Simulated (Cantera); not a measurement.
Charge: 1 mol FeCl2, 1.7 mol HCl, 0.75 mol N2, 31 mol H2, held at 41.0 Pa.

Equilibrium computed with Cantera from the NASA thermochemical tables; the gas is ideal and each condensed phase is pure. Candidate condensed phases: Fe, FeCl2, FeCl3, NH4Cl; 18 gas species. Equilibrium is a limit: real reactors are often held back by kinetics, nucleation or transport.

log p: log10 of the partial pressure in bar; n: condensed amount in mol.

```csv
T (K),log p H2,log p HCl,log p H,log p Fe,log p N2,n Fe(γ)
1423,-3.44,-4.41,-6.90,-7.57,-5.05,0.772
1498,-3.44,-4.42,-6.49,-6.84,-5.05,0.736
1573,-3.44,-4.43,-6.11,-6.18,-5.05,0.668
1648,-3.45,-4.44,-5.77,-5.58,-5.05,0.479
1723,-3.46,-4.45,[?],[?],-5.06,0
1798,-3.46,-4.41,[?],-5.01,-5.06,0
1873,-3.47,-4.40,-4.93,-4.97,-5.07,0
```

Q: Fill in the missing entries.

A: 
- 1723, log p H: -5.47
- 1723, log p Fe: -5.09
- 1798, log p H: -5.18
